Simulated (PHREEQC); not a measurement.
Consider water at 20 °C with 1.9 mmol/kgw HCl, 1.7 mmol/kgw FeSO4 and 2.3 mmol/kgw MgSO4. Closed to the air; pH follows from the charge balance.

Model: ion-association model, wateq4f.dat, run in PHREEQC.

```json
[
 {"quantity": "pH", "before": "2.83", "after": "4.73"},
 {"quantity": "ionic strength (mol/kgw)", "before": "0.0144", "after": "0.000178"},
 {"quantity": "SO4-2 (mol/kgw)", "before": "0.00300", "after": "3.97e-5"},
 {"quantity": "Mg+2 (mol/kgw)", "before": "0.00185", "after": "2.28e-5"},
 {"quantity": "Fe+2 (mol/kgw)", "before": "0.00142", "after": "1.69e-5"},
 {"quantity": "MgSO4 (mol/kgw)", "before": "0.000452", "after": "1.65e-7"},
 {"quantity": "SI of Epsomite (MgSO4:7H2O)", "before": "-3.48", "after": "-6.92"},
 {"quantity": "SI of Melanterite (FeSO4:7H2O)", "before": "-3.50", "after": "-6.95"}
]
```

**Question.** What was changed between the two runs?
A. temperature from 20 to 25 °C
B. temperature from 20 to 45 °C
C. diluted 5-fold with water
D. diluted 100-fold with water

**Answer.** D, diluted 100-fold with water

No solid was allowed to form.
